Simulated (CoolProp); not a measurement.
Hydrogen chloride along the isobar 6.75 MPa: density (kg/m³) from the reference equation and from simpler models built on Tc = 51.5 °C, pc = 8.314 MPa, ω = 0.130; each cubic takes its own stable root.

The numbers come from the reference Helmholtz-energy equation of state, Thol 2018 in CoolProp.

```
T (°C)   phase  reference  van der Waals  Redlich-Kwong  Soave-Redlich-Kwong  Peng-Robinson
------  ------  ---------  -------------  -------------  -------------------  -------------
-30.65  liquid       1051          631.9          899.3                914.2           1034
-17.55  liquid       1010          607.6          855.9                871.8          986.5
-4.45   liquid      964.7          580.2          807.3                823.7          932.0
8.65    liquid      913.1          547.8          751.2                767.7          867.9
21.75   liquid      850.7          506.8          683.0                698.9          788.7
34.85   liquid      763.1          441.2          587.6                602.9          677.5
47.95      gas      163.4          142.4          152.1                152.7          159.8
61.05      gas      134.5          125.9          130.2                129.4          134.5
74.15      gas      118.9          114.6          116.7                115.5          119.6
87.25      gas      108.2          106.0          106.9                105.6          109.0
100.35     gas      100.2          99.00          99.25                97.90          100.8
113.45     gas      93.67          93.18          93.03                91.66          94.21
126.45     gas      88.32          88.23          87.84                86.46          88.72
139.55     gas      83.72          83.88          83.33                81.97          84.00
```
